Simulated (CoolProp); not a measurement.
R507A along the isotherm 86.95 °C: fugacity coefficient from the reference equation and from simpler models built on Tc = 70.6 °C, pc = 3.705 MPa, ω = 0.286; each cubic takes its own stable root.

Model: reference Helmholtz-energy equation of state, Lemmon 2003, in CoolProp. It is a pseudo-pure fit of the blend.

```json
[
 {"p (MPa)": "3.37", "phase": "gas", "reference": "0.7343"},
 {"p (MPa)": "6.74", "phase": "supercritical", "reference": "0.4937"},
 {"p (MPa)": "10.1", "phase": "supercritical", "reference": "0.3784"},
 {"p (MPa)": "13.5", "phase": "supercritical", "reference": "0.3214"},
 {"p (MPa)": "16.8", "phase": "supercritical", "reference": "0.2902"},
 {"p (MPa)": "20.2", "phase": "supercritical", "reference": "0.2709"},
 {"p (MPa)": "23.6", "phase": "supercritical", "reference": "0.2594"},
 {"p (MPa)": "26.9", "phase": "supercritical", "reference": "0.2531"},
 {"p (MPa)": "30.3", "phase": "supercritical", "reference": "0.2501"},
 {"p (MPa)": "33.7", "phase": "supercritical", "reference": "0.2498"},
 {"p (MPa)": "37", "phase": "supercritical", "reference": "0.2516"}
]
```

Task: How far does each simpler model (van der Waals, Redlich-Kwong, Peng-Robinson) lie from the reference over these 11 states: mean and median of the absolute difference, and the worst?

Result: 
- van der Waals: mean 30.0 %, median 29.1 %, worst +60.9 % at 86.95 °C and 37 MPa
- Redlich-Kwong: mean 9.4 %, median 10.1 %, worst +16.4 % at 86.95 °C and 37 MPa
- Peng-Robinson: mean 2.7 %, median 3.4 %, worst +3.6 % at 86.95 °C and 30.3 MPa
